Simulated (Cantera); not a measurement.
Charge: 1 mol CH2F2, 0.54 mol HCl, 7.7 mol H2, at 2498.15 K and 0.200 bar.

Equilibrium computed with Cantera from the NASA thermochemical tables; the gas is ideal and each condensed phase is pure. Candidate condensed phases: C, C6H6, C7H8, C8H18; 118 gas species. Kinetics and transport are ignored.

Base state: H2 0.704, HF 0.190, HCl 0.0491, H 0.0468, C2H2 (acetylene) 0.00755, Cl 0.00231, C2H 3.59e-5, C4H2 3.35e-5 (mole fractions); condensed: C(graphite).

What changes in the equilibrium state with this change: HCl from 0.54 to 0.7 mol?


```tsv
species	before	after
H2	0.704	0.693
HF	0.190	0.188
HCl	0.0491	0.0627
H	0.0468	0.0464
Cl	0.00231	0.00297
CH4	1.49e-5	1.44e-5
CH3	1.78e-5	1.74e-5
C(graphite), mol	0.838	0.838
```
